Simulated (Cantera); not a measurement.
Cantera run, input and output.

```python
import numpy as np
import cantera as ct

gas = ct.Solution("gri30.yaml")
gas.TPX = 1150, 1333, {'H2': 0.0092, 'O2': 1}
reactor = ct.IdealGasConstPressureReactor(gas, energy="off", clone=False)
net = ct.ReactorNet([reactor])
net.rtol, net.atol = 1e-08, 1e-18
show = ['H2', 'O2', 'OH', 'O', 'H2O2', 'H', 'HO2']
times = np.geomspace(4e-05, 200, 12)

steps = ct.SolutionArray(gas, extra=["t"])
rows = []
print(f"{'t/s':>10s}{'T/K':>9s}{'P/Pa':>11s}" + "".join(f"{s:>11s}" for s in show))
for t in times:
    while net.time < t:
        t_next = net.step()
        steps.append(gas.state, t=t_next)
    rows.append([np.interp(t, steps.t, y) for y in (steps.T, steps.P, *steps(*show).X.T)])
    print(f"{t:10.3e}{rows[-1][0]:9.1f}{rows[-1][1]:11.4g}" + "".join(f"{x:11.3e}" for x in rows[-1][2:]))
rate = np.gradient(steps.T, steps.t)
print("integrator steps:", len(steps.t))
if steps.T.max() > steps.T[0] + 200:
    print(f"time of steepest temperature rise: {steps.t[rate.argmax()]:.4e} s")
gas.TPX = 1150, 1333, {'H2': 0.0092, 'O2': 1}
gas.equilibrate("TP")
print(f"equilibrium (TP): T = {gas.T:.1f} K  " + "  ".join(f"{s} {gas[s].X[0]:.3e}" for s in show))
```

Result:

```
       t/s      T/K       P/Pa         H2         O2         OH          O       H2O2          H        HO2
 4.000e-05   1150.0       1333  9.116e-03  9.909e-01  3.584e-11  3.654e-11  1.159e-15  8.823e-11  1.237e-10
 1.626e-04   1150.0       1333  9.116e-03  9.909e-01  3.363e-10  3.651e-10  1.914e-14  1.917e-10  5.036e-10
 6.608e-04   1150.0       1333  9.116e-03  9.909e-01  2.424e-09  3.159e-09  3.156e-13  5.415e-10  2.054e-09
 2.686e-03   1150.0       1333  9.116e-03  9.909e-01  7.771e-08  1.174e-07  5.235e-12  1.333e-08  8.836e-09
 1.092e-02   1150.0       1333  2.790e-03  9.854e-01  1.518e-03  4.431e-03  1.091e-07  6.738e-04  1.836e-06
 4.437e-02   1150.0       1333  3.086e-05  9.842e-01  5.574e-04  6.270e-03  1.754e-08  3.025e-04  9.516e-07
 1.803e-01   1150.0       1333  1.534e-05  9.875e-01  3.938e-04  3.073e-03  1.663e-08  1.044e-04  6.869e-07
 7.329e-01   1150.0       1333  3.046e-06  9.901e-01  1.766e-04  6.082e-04  1.220e-08  9.241e-06  2.915e-07
 2.979e+00   1150.0       1333  3.033e-07  9.908e-01  5.637e-05  6.129e-05  4.606e-09  2.970e-07  6.536e-08
 1.211e+01   1150.0       1333  2.922e-08  9.908e-01  1.766e-05  5.981e-06  8.866e-10  9.081e-09  1.027e-08
 4.921e+01   1150.0       1333  3.846e-09  9.908e-01  6.449e-06  7.964e-07  1.504e-10  4.416e-10  2.300e-09
 2.000e+02   1150.0       1333  7.361e-10  9.908e-01  2.831e-06  1.536e-07  3.196e-11  3.742e-11  1.938e-09
integrator steps: 1781
equilibrium (TP): T = 1150.0 K  H2 3.446e-10  O2 9.908e-01  OH 1.940e-06  O 7.213e-08  H2O2 1.581e-11  H 1.207e-11  HO2 2.471e-09
```

Cantera simulation using GRI-Mech 3.0 (53 species, 325 reactions); the numbers are that mechanism's predictions, not measurements. Radical loss at walls, strong at low pressure, is not modelled.
